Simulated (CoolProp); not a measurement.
Cyclohexane along the isotherm 86.25 °C: density (kg/m³) from the reference equation and from simpler models built on Tc = 280.5 °C, pc = 4.081 MPa, ω = 0.209; each cubic takes its own stable root.

Values from CoolProp's reference Helmholtz-energy equation of state, Zhou 2014.

| p (MPa) | phase | reference |
|---|---|---|
| 2.55 | liquid | 717.2 |
| 5.1 | liquid | 720.5 |
| 7.65 | liquid | 723.7 |
| 10.2 | liquid | 726.8 |
| 12.8 | liquid | 729.8 |
| 15.3 | liquid | 732.6 |
| 17.9 | liquid | 735.4 |
| 20.4 | liquid | 738.0 |
| 23 | liquid | 740.6 |
| 25.5 | liquid | 743.0 |
| 28.1 | liquid | 745.5 |
| 30.6 | liquid | 747.8 |
| 33.2 | liquid | 750.1 |
| 35.7 | liquid | 752.3 |
| 38.3 | liquid | 754.5 |
| 40.8 | liquid | 756.6 |

Question: How far does each simpler model (van der Waals, Redlich-Kwong, Soave-Redlich-Kwong, Peng-Robinson) lie from the reference over these 16 states: mean and median of the absolute difference, and the worst?

Answer: 
- van der Waals: mean 34.3 %, median 33.9 %, worst -37.1 % at 86.25 °C and 2.55 MPa
- Redlich-Kwong: mean 6.7 %, median 6.4 %, worst -8.6 % at 86.25 °C and 2.55 MPa
- Soave-Redlich-Kwong: mean 5.1 %, median 5.0 %, worst -6.3 % at 86.25 °C and 2.55 MPa
- Peng-Robinson: mean 6.6 %, median 6.7 %, worst +6.9 % at 86.25 °C and 40.8 MPa
